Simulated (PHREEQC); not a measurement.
Make-up at 25 °C: 0.034 mol CuCl2 and 0.044 mol H3BO3 per kg of water. Closed to the air; pH follows from the charge balance.

The numbers come from PHREEQC with the ion-association model, phreeqc.dat.

Problem. The ionic strength comes out as 0.0973 mol/kgw. What activity coefficients do Cu2(OH)2+2, Cu+2, H+, CuOH+, CuCl+ get?

Solution. Cu2(OH)2+2 0.37, Cu+2 0.40, H+ 0.83, CuOH+ 0.77, CuCl+ 0.77.

Precipitation was switched off in this run. Complexes and solids missing from the database can't appear.
